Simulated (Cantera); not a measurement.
Feed: 1 mol AlN, a varied amount of HCl, 27 mol N2, at 1348 K and 0.220 bar.

Equilibrium computed with Cantera from the NASA thermochemical tables; the gas is ideal and each condensed phase is pure. Candidate condensed phases: Al, AlCl3, AlN, NH4Cl; 20 gas species. Kinetics and transport are ignored.

### Question
Which condensed phases are stable at each of these points (n(HCl) (mol)): 1.1, 1.7, 2.3, 2.9, 3.5, 4.1, 4.7, 5.3, 5.9?

### Answer
```json
[
 {"n(HCl) (mol)": "1.1", "condensed phases": "AlN(s)", "Al condensed (%)": "72.6"},
 {"n(HCl) (mol)": "1.7", "condensed phases": "AlN(s)", "Al condensed (%)": "57.0"},
 {"n(HCl) (mol)": "2.3", "condensed phases": "AlN(s)", "Al condensed (%)": "41.1"},
 {"n(HCl) (mol)": "2.9", "condensed phases": "AlN(s)", "Al condensed (%)": "25.0"},
 {"n(HCl) (mol)": "3.5", "condensed phases": "AlN(s)", "Al condensed (%)": "8.9"},
 {"n(HCl) (mol)": "4.1", "condensed phases": "gas only", "Al condensed (%)": "0.0"},
 {"n(HCl) (mol)": "4.7", "condensed phases": "gas only", "Al condensed (%)": "0.0"},
 {"n(HCl) (mol)": "5.3", "condensed phases": "gas only", "Al condensed (%)": "0.0"},
 {"n(HCl) (mol)": "5.9", "condensed phases": "gas only", "Al condensed (%)": "0.0"}
]
```

From 1.1 mol HCl to 3.5 mol HCl the condensed part is AlN(s). From 4.1 mol HCl to 5.9 mol HCl nothing is condensed.
